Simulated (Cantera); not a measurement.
**Premixed flame**

A freely propagating, adiabatic, planar premixed flame of H2 : O2 : N2 = 1 : 0.294 : 0.87 (molar parts), equivalence ratio 1.7, unburnt at 600 K and 5180 Torr; mixture-averaged transport, grid criteria slope 0.08 and curve 0.16, no radiation.

Detailed kinetics in Cantera: the H2/O2 subset of GRI-Mech 3.0, which has no nitrogen chemistry. The hydrogen kinetics of GRI-Mech 3.0 are dated; newer H2 mechanisms differ, most at raised pressure. Burning velocities carry a grid error of a few per cent, more on coarse grids.

| z (mm) | T (K) | u (m/s) | x H2 | x O2 | x O | x OH | x H | x H2O |
|---|---|---|---|---|---|---|---|---|
| -0.108 | 600 | 11.3 | 0.462 | 0.136 | <1e-8 | <1e-8 | <1e-8 | <1e-8 |
| -0.0722 | 600 | 11.3 | 0.462 | 0.136 | <1e-8 | <1e-8 | <1e-8 | <1e-8 |
| -0.0542 | 600 | 11.3 | 0.462 | 0.136 | <1e-8 | <1e-8 | <1e-8 | 5.60e-8 |
| -0.0361 | 600 | 11.3 | 0.462 | 0.136 | 2.55e-8 | <1e-8 | <1e-8 | 2.85e-6 |
| -0.0181 | 650 | 12.0 | 0.453 | 0.137 | 1.55e-5 | 8.70e-5 | 0.000148 | 0.00175 |
| -0.00903 | 975 | 17.4 | 0.409 | 0.128 | 0.000467 | 0.00141 | 0.00633 | 0.0314 |
| 0 | 1452 | 25.1 | 0.319 | 0.0899 | 0.00302 | 0.00376 | 0.0321 | 0.117 |
| 0.00903 | 1785 | 30.5 | 0.237 | 0.0394 | 0.00440 | 0.00757 | 0.0580 | 0.213 |
| 0.0181 | 1955 | 33.2 | 0.202 | 0.0144 | 0.00369 | 0.00984 | 0.0659 | 0.260 |
| 0.0361 | 2113 | 35.5 | 0.191 | 0.00308 | 0.00259 | 0.0110 | 0.0598 | 0.284 |
| 0.0722 | 2254 | 37.5 | 0.196 | 0.00112 | 0.00162 | 0.0101 | 0.0451 | 0.293 |
| 0.144 | 2376 | 39.2 | 0.203 | 0.000560 | 0.000843 | 0.00815 | 0.0311 | 0.299 |
| 0.289 | 2468 | 40.4 | 0.208 | 0.000249 | 0.000376 | 0.00587 | 0.0201 | 0.305 |
x: mole fraction of selected species; z is measured from the peak of heat release.

| Quantity | Value |
|---|---|
| laminar burning velocity | 1130 cm/s |
| thermal thickness | 0.0361 mm |
| peak x(O) | 0.00441 |
| peak x(OH) | 0.0110 |
| peak x(H) | 0.0660 |
| grid points | 109 |
